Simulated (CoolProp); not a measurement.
Vapour-liquid equilibrium of propane (1) + R152A (2) at 255.4 K; x and y are mole fractions of (1).

The numbers come from the multi-fluid Helmholtz-energy mixture model, Lemmon 2009 and Outcalt 1996; pair parameters Bell 2016 in CoolProp.

Question: Give the bubble pressure and the first vapour's composition at x = 0.35, 0.55, 0.85. Is there an azeotrope?

Answer: x = 0.35: 0.2741 MPa, y = 0.614; x = 0.55: 0.2912 MPa, y = 0.677; x = 0.85: 0.2930 MPa, y = 0.803. y crosses x between x = 0.65 and 0.75: the model has an azeotrope there.

The pair parameters rest on a limited set of measurements; away from them the model extrapolates. With so large a gap from Raoult's law the liquid may split in two, which this calculation doesn't test in full.
